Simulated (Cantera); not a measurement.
## NO annealing gas

An isothermal, constant-pressure homogeneous reactor starts with NO : N2 = 1 : 0.14 (molar parts), at 2048 K and 0.0630 bar.

Cantera simulation using GRI-Mech 3.0 (53 species, 325 reactions); the numbers are that mechanism's predictions, not measurements.

```csv
t (s),x NO,x NO2,x N2,x O,x O2,x N2O
1.00e-5,0.877,1.08e-9,0.123,7.91e-7,4.17e-10,7.91e-7
3.05e-5,0.877,1.00e-8,0.123,2.41e-6,3.90e-9,2.41e-6
9.32e-5,0.877,8.99e-8,0.123,7.36e-6,3.61e-8,7.30e-6
0.000285,0.877,7.66e-7,0.123,2.24e-5,3.38e-7,2.18e-5
0.000869,0.877,5.56e-6,0.123,6.88e-5,3.30e-6,6.27e-5
0.00265,0.877,2.75e-5,0.123,0.000215,3.79e-5,0.000158
0.00809,0.875,6.42e-5,0.123,0.000511,0.000443,0.000280
0.0247,0.871,7.78e-5,0.126,0.000628,0.00260,0.000303
0.0754,0.857,9.40e-5,0.133,0.000710,0.00959,0.000287
0.230,0.812,0.000131,0.155,0.000915,0.0319,0.000244
0.703,0.671,0.000184,0.225,0.00136,0.102,0.000149
2.15,0.338,0.000151,0.392,0.00204,0.268,3.28e-5
6.55,0.0580,3.22e-5,0.532,0.00246,0.408,9.74e-7
20.0,0.0126,7.22e-6,0.554,0.00252,0.430,1.37e-7
```
x: mole fraction; the columns are a selection and need not sum to one.

Equilibrium at this temperature and pressure: NO 0.0105, NO2 6.03e-6, N2 0.555, O 0.00252, O2 0.432, N2O 1.24e-7 (gas phase only).
